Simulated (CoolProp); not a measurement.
Neopentane at 269.94 K and 0.0317 MPa is compressed adiabatically to 0.122 MPa with isentropic efficiency 0.9. Each further row changes one setting.

The numbers come from the reference Helmholtz-energy equation of state, Lemmon 2006 in CoolProp. It is a short technical equation, of lower accuracy than the large ones.

```json
[
 {"case": "as stated", "work (kJ/kg)": "47.7", "final temperature (K)": "301.6", "final density (kg/m³)": "3.67"},
 {"case": "efficiency 1", "work (kJ/kg)": "42.9", "final temperature (K)": "298.8", "final density (kg/m³)": "3.71"},
 {"case": "efficiency 0.65", "work (kJ/kg)": "66.0", "final temperature (K)": "312.0", "final density (kg/m³)": "3.53"}
]
```
